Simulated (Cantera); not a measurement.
A perfectly stirred reactor is fed with 10.5 % CO, 5.13 % H₂, 5.21 % O₂, 57.2 % N₂, 22.0 % H₂O, equivalence ratio 1.5, at 5.00 bar; it is adiabatic with a 773 K inlet, and is followed from long to short residence time, starting on the burning branch (τ in s: 0.087, 0.035, 0.014, 0.0058, 0.0024, 0.00096, 0.00039, 0.00016, 6.5e-05, 2.6e-05, 1.1e-05, 4.4e-06).

Computed with Cantera and GRI-Mech 3.0 (53 species, 325 reactions). The hydrogen kinetics of GRI-Mech 3.0 are dated; newer H2 mechanisms differ, most at raised pressure.

**Question.** Predict: blow-out, bracketed by the residence times tried; x(CO) at τ = 87.0 ms; x(H₂) at τ = 87.0 ms; x(O₂) at τ = 87.0 ms; x(H₂O) at τ = 87.0 ms; x(CO₂) at τ = 87.0 ms; x(CO) at τ = 0.390 ms; x(H₂) at τ = 0.390 ms; x(O₂) at τ = 0.390 ms; x(H₂O) at τ = 0.390 ms; x(CO₂) at τ = 0.390 ms.

**Answer.** 
```
Item                                                                           Result
------------------------------------------------  -----------------------------------
blow-out, bracketed by the residence times tried  burning at 0.160 ms, out at 65.0 µs
x(CO) at τ = 87.0 ms                                                           0.0270
x(H₂) at τ = 87.0 ms                                                           0.0279
x(O₂) at τ = 87.0 ms                                                          8.01e-5
x(H₂O) at τ = 87.0 ms                                                           0.258
x(CO₂) at τ = 87.0 ms                                                          0.0835
x(CO) at τ = 0.390 ms                                                          0.0358
x(H₂) at τ = 0.390 ms                                                          0.0226
x(O₂) at τ = 0.390 ms                                                         0.00210
x(H₂O) at τ = 0.390 ms                                                          0.261
x(CO₂) at τ = 0.390 ms                                                         0.0743
```
